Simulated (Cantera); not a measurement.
# Thermodynamics of silicon epitaxy and polysilicon growth, feed SiH2Cl2 + HCl + N2

Feed: 1 mol SiH2Cl2, a varied amount of HCl, 7.4 mol N2, equilibrated at 4.70 mbar.

These are equilibrium values from Cantera (NASA tables, ideal gas, pure condensed phases), not measurements of a reactor. Candidate condensed phases: NH4Cl, Si, Si3N4; 28 gas species. N2 is the only nitrogen source here; it is nearly inert below about 1500 K, so the nitride shown seldom forms there in practice. The tables' values for SiCl3 are old estimates. The numbers say what is thermodynamically allowed, not how fast it happens.

Stable condensed phases:

```
T in °C \ n(HCl) in mol
         0.038 0.078  0.16  0.32  0.66   1.3   2.7
   1452      A     A     A     A     B     B     B
   1352      A     A     A     A     A     B     B
   1252      A     A     A     A     A     A     B
   1152      A     A     A     A     A     A     A
   1052      A     A     A     A     A     A     A
    952      A     A     A     A     A     A     A
    852      A     A     A     A     A     A     A
    752      A     A     A     A     A     A     A
    652      A     A     A     A     A     A     A
    552      A     A     A     A     A     A     A
```

A: Si3N4; B: gas only.
